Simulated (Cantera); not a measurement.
Input: 1 mol K₂CO₃, 0.058 mol CO₂, 0.017 mol H₂O, at 13.3 mbar.

Cantera equilibrium calculation (NASA polynomials, part measured and part estimated; ideal gas, pure solids and liquids). Candidate condensed phases: C, C₆H₆, C₇H₈, C₈H₁₈, H₂O, K, KOH, KO₂, K₂CO₃, K₂O, K₂O₂; 116 gas species. Rates play no part.

Task: Which condensed phases are stable at each of these points (T (°C)): 452, 552, 652, 752, 852, 952, 1052, 1152, 1252, 1352, 1452, 1552, 1652, 1752?

Result: 
```
T (°C)  condensed phases  K condensed (%)
------  ----------------  ---------------
452             K₂CO₃(s)            100.0
552             K₂CO₃(s)            100.0
652             K₂CO₃(s)            100.0
752             K₂CO₃(s)            100.0
852             K₂CO₃(s)            100.0
952             K₂CO₃(l)             99.8
1052            K₂CO₃(l)             99.2
1152            K₂CO₃(l)             98.3
1252            K₂CO₃(l)             97.1
1352            gas only              0.0
1452            gas only              0.0
1552            gas only              0.0
1652            gas only              0.0
1752            gas only              0.0
```

From 452 °C to 852 °C the condensed part is K₂CO₃(s). From 952 °C to 1252 °C the condensed part is K₂CO₃(l). From 1352 °C to 1752 °C nothing is condensed.
